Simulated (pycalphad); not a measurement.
An equivalent pycalphad script:

```python
from pycalphad import Database, equilibrium, calculate, variables as v
import numpy as np
db = Database('COST507.tdb')
comps = ['FE', 'SI', 'VA']
phases = ['BCC_B2', 'DIAMOND_A4', 'FCC_A1', 'FE2SI', 'FE5SI3', 'FESI', 'FESI2_H', 'FESI2_L', 'LIQUID']
eq = equilibrium(db, comps, phases, {v.X('SI'): 0.0237, v.T: np.arange(2250, 499, -40), v.P: 101325, v.N: 1}, output=['HM', 'SM'])
```

CALPHAD calculation (pycalphad, COST 507 light-alloy database (1999)), 1 atm. The database dates from 1999; later assessments differ in places, in temperatures and in the compounds included. Amounts are mole fractions of atoms. Kinetics are ignored, which matters at the lower temperatures.

Results at three of the temperatures:

```
T = 1890.00 K, P = 101325 Pa, N = 1 mol of atoms
G = -119446 J/mol, H = 72467 J/mol, S = 101.54 J/(mol K)  (SER reference)
chemical potentials (J/mol): Fe -116580, Si -237508
phase             fraction      x(Fe)      x(Si)
LIQUID              1.0000     0.9763     0.0237
```

```
T = 1010.00 K, P = 101325 Pa, N = 1 mol of atoms
G = -46162 J/mol, H = 22211 J/mol, S = 67.70 J/(mol K)  (SER reference)
chemical potentials (J/mol): Fe -43195, Si -168376
phase             fraction      x(Fe)      x(Si)
BCC_A2              1.0000     0.9763     0.0237
```

```
T = 730.00 K, P = 101325 Pa, N = 1 mol of atoms
G = -29235 J/mol, H = 9807 J/mol, S = 53.48 J/(mol K)  (SER reference)
chemical potentials (J/mol): Fe -26253, Si -152074
phase             fraction      x(Fe)      x(Si)
BCC_A2              1.0000     0.9763     0.0237
```

Changes of the phase set, refined by bisection:

| T (°C) | phases above | phases below |
|---|---|---|
| 1518.8 | liquid | bcc + liquid |
| 1508.5 | bcc + liquid | bcc |
| 1314.5 | bcc | bcc + fcc |
| 1302.3 | bcc + fcc | fcc |
| 1032.7 | fcc | bcc + fcc |
| 1006.4 | bcc + fcc | bcc |

BCC_A2 is bcc.
